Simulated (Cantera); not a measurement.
A Cantera script and what it prints.

```python
import numpy as np
import cantera as ct

gas_names = """
    C CO CO2 C2 C2O C3 C3O2 C4 C5 O O2 O3 Pb PbO Pb2
""".split()
cond_names = """
    C(gr) Pb(cr) Pb(L) PbO(rd) PbO(yw) PbO(L) PbO2(s) Pb3O4(s)
""".split()


# ... load() reads the species with a 1 bar reference pressure and builds the phases ...
atoms = {
    'Pb': {'Pb': 1},
    'O2': {'O': 2},
    'CO': {'C': 1, 'O': 1},
}
top_T = {'C(gr)': 4500, 'Pb3O4(s)': 820}  # K; cautious upper limits of use, not melting points


# ... equilibrate(T, P, feed) seeds the gas with the atoms and calls Mixture.equilibrate('TP', solver="vcs", rtol=1e-11, max_steps=5000) ...
results = []
T = 1400  # K
P = 2800  # Pa
for m in [0.13, 0.17, 0.22, 0.28, 0.36, 0.46, 0.59, 0.76, 0.97, 1.2, 1.6]:
    feed = {'Pb': 1, 'O2': m, 'CO': 1.7}  # mol
    mix = equilibrate(T, P, feed)
    results.append((T, P, feed, dict(zip(mix.species_names, mix.species_moles))))

top = {s: max(r[3][s] / sum(r[3][g] for g in gas_names) for r in results) for s in gas_names}
cols = sorted((s for s in top if top[s] > 0.001), key=lambda s: -top[s])[:5]
seen = [c for c in cond_names if any(r[3].get(c, 0) > 1e-12 for r in results)]
print("log10 of partial pressures in bar; condensed amounts in mol")
print(f"{'n(O2)':>10s}" + "".join(f"{s[:9]:>10s}" for s in cols + seen))
for T, P, feed, n in results:
    ng = sum(n[g] for g in gas_names)
    print(f"{feed['O2']:10.4g}" + "".join(f"{np.log10(max(n[s] / ng * P / 1e5, 1e-99)):10.3f}" for s in cols)
          + "".join(f"{n.get(c, 0):10.4g}" for c in seen))
```

Output:

```
log10 of partial pressures in bar; condensed amounts in mol
     n(O2)       CO2        CO        Pb        O2       PbO     Pb(L)    PbO(L)
      0.13    -2.530    -1.787    -2.060   -13.504    -6.192    0.2314         0
      0.17    -2.414    -1.812    -2.060   -13.221    -6.050    0.2313         0
      0.22    -2.302    -1.845    -2.060   -12.931    -5.905    0.2313         0
      0.28    -2.197    -1.888    -2.060   -12.635    -5.757    0.2312         0
      0.36    -2.088    -1.954    -2.060   -12.285    -5.582    0.2311         0
      0.46    -1.982    -2.053    -2.060   -11.874    -5.377    0.2309         0
      0.59    -1.874    -2.229    -2.060   -11.307    -5.093    0.2304         0
      0.76    -1.765    -2.684    -2.060   -10.178    -4.528    0.2276         0
      0.97    -1.750    -4.588    -2.100    -6.340    -2.650         0   0.02888
       1.2    -1.660    -4.812    -2.414    -5.712    -2.650         0    0.5272
       1.6    -1.651    -6.421    -4.032    -2.477    -2.650         0    0.8226
```

Equilibrium computed with Cantera from the NASA thermochemical tables; the gas is ideal and each condensed phase is pure. Gases not in the tables: (PbO)n polymers.
